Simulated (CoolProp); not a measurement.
Nitrogen at 413.7 K and 3.91 MPa is throttled through a valve to 2.35 MPa with no heat exchange. Each further row changes one setting.

The numbers come from the reference Helmholtz-energy equation of state, Span 2000 in CoolProp.

```csv
case,temperature change (K),final density (kg/m³)
as stated,-1.2,19.1
outlet pressure 0.705 MPa,-2.7,5.77
outlet pressure 3.06 MPa,-0.7,24.7
```
